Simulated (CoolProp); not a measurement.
A closed Brayton cycle with carbon dioxide: compressor inlet 332.15 K and 9.3 MPa, high pressure 28.3 MPa, turbine inlet 925 K, compressor efficiency 0.85, turbine efficiency 0.85, recuperator effectiveness 0 (on enthalpy, no pinch check). Each further row changes one setting.

Values from CoolProp's reference Helmholtz-energy equation of state, Span 1996.

```tsv
case	thermal efficiency (%)	net work (kJ/kg)	compressor to turbine work	compressor exit (K)	turbine exit (K)
as stated	14.4	95.4	0.39	424.5	789.9
turbine inlet 875 K	[?]	86.1	0.41	424.5	[?]
compressor inlet 342.15 K	13.9	88.1	0.43	442.2	789.9
high pressure 24.1 MPa	[?]	85.1	0.37	[?]	808.7
recuperator effectiveness 0.5	[?]	95.4	0.39	424.5	789.9
```

Task: What belongs in the gaps?

Result: 
- turbine inlet 875 K, thermal efficiency (%): 14.3
- turbine inlet 875 K, turbine exit (K): 744.4
- high pressure 24.1 MPa, thermal efficiency (%): 12.6
- high pressure 24.1 MPa, compressor exit (K): 410.8
- recuperator effectiveness 0.5, thermal efficiency (%): 21.2
